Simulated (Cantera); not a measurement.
A Cantera script and its output.

```python
import numpy as np
import cantera as ct

gas = ct.Solution("gri30.yaml")
gas.TPX = 1425, 570000, {'CH4': 0.0093, 'O2': 0.0056, 'N2': 1}
inlet = ct.Reservoir(gas, clone=True)

reactor = ct.IdealGasConstPressureReactor(gas, energy="off", clone=False)
exhaust = ct.Reservoir(gas, clone=True)
tau = [1.1, 0.4, 0.15, 0.054, 0.02, 0.0071, 0.0026][0]
for a, b in ((inlet, reactor), (reactor, exhaust)):
    ct.MassFlowController(a, b, mdot=lambda t: reactor.mass / tau)
net = ct.ReactorNet([reactor])
show = ['CH4', 'O2', 'HO2', 'OH', 'H2']

rows = []
print(f"{'tau/s':>10s}{'T/K':>9s}" + "".join(f"{s:>11s}" for s in show))
for tau in [1.1, 0.4, 0.15, 0.054, 0.02, 0.0071, 0.0026]:
    net.initial_time = 0.0
    net.advance(30 * tau)
    before = gas.X
    net.advance(40 * tau)
    drift = np.max(np.abs(gas.X - before) / (gas.X + 1e-9))
    rows.append([gas.T, *gas[show].X, drift])
    print(f"{tau:10.3e}{gas.T:9.1f}" + "".join(f"{x:11.3e}" for x in gas[show].X))
```

Output:

```
     tau/s      T/K        CH4         O2        HO2         OH         H2
 1.100e+00   1425.0  3.707e-03  3.651e-04  3.888e-08  1.294e-08  4.188e-03
 4.000e-01   1425.0  4.078e-03  7.255e-04  7.979e-08  2.094e-08  3.720e-03
 1.500e-01   1425.0  4.549e-03  1.345e-03  1.524e-07  3.427e-08  3.298e-03
 5.400e-02   1425.0  5.502e-03  2.573e-03  2.654e-07  5.083e-08  2.541e-03
 2.000e-02   1425.0  8.063e-03  4.918e-03  1.996e-07  2.365e-08  6.485e-04
 7.100e-03   1425.0  9.006e-03  5.452e-03  9.145e-08  6.772e-09  7.018e-05
 2.600e-03   1425.0  9.128e-03  5.505e-03  5.612e-08  3.452e-09  1.187e-05
```

Model: GRI-Mech 3.0 (53 species, 325 reactions), integrated in Cantera.
